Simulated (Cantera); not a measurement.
A perfectly stirred reactor is fed with CH4 : C2H6 : C3H8 : O2 : N2 : H2O = 1 : 0.048 : 0.56 : 3.1 : 11.7 : 3.2 (molar parts), equivalence ratio 1.6, at 5.00 bar; it is adiabatic with a 798 K inlet, and is followed from long to short residence time, starting on the burning branch (τ in s: 0.19, 0.1, 0.054, 0.028, 0.015, 0.008, 0.0043, 0.0023, 0.0012, 0.00064, 0.00034, 0.00018, 9.6e-05).

Computed with Cantera and GRI-Mech 3.0 (53 species, 325 reactions). GRI-Mech 3.0 was tuned for natural gas; its chemistry of propane as a main component is partial and can be far from experiment.

**Question.** What does this change do: pressure from 5.00 bar to 10.0 bar?

**Answer.** 
| quantity | before | after |
|---|---|---|
| blow-out, bracketed by the residence times tried | burning at 0.180 ms, out at 96.0 µs | burning at 96.0 µs, the shortest tried |
| x(CH4) at τ = 0.190 s | 0.000371 | 0.000368 |
| x(C2H6) at τ = 0.190 s | 3.44e-8 | 2.94e-8 |
| x(C3H8) at τ = 0.190 s | 7.45e-8 | 5.13e-8 |
| x(HCO) at τ = 0.190 s | 4.23e-8 | 5.35e-8 |
| x(NO) at τ = 0.190 s | 2.36e-5 | 1.20e-5 |
| x(CH4) at τ = 4.30 ms | 0.00344 | 0.00390 |
| x(C2H6) at τ = 4.30 ms | 4.22e-6 | 4.14e-6 |
| x(C3H8) at τ = 4.30 ms | 2.86e-6 | 1.98e-6 |
| x(HCO) at τ = 4.30 ms | 1.67e-7 | 1.15e-7 |
| x(NO) at τ = 4.30 ms | 1.93e-5 | 1.05e-5 |
